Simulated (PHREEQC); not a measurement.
1 kg of water holding 0.12 mol MgSO4, 0.33 mol K2SO4 and 0.56 mol NaCl is evaporated at 25 °C; the solids stay in contact with the brine. The system is closed to CO2. Only these solids could form: Arcanite, Bischofite, Bloedite, Brucite, Carnallite, Epsomite, Glaserite, Halite, Hexahydrite, Kainite, Kieserite, Leonite, Mirabilite, Misenite, Schoenite, Sylvite, Thenardite, MgCl2_4H2O.

The series has 21 steps of water left (kg), from 1 to 0.008719.

Computed with PHREEQC (Pitzer model, pitzer.dat).

Question: Which solids form, in which order, and at which step of the series does each first stand?

Answer: Glaserite from water left = 0.375 kg; Halite from water left = 0.07809 kg; Schoenite from water left = 0.05058 kg; Sylvite from water left = 0.03887 kg.
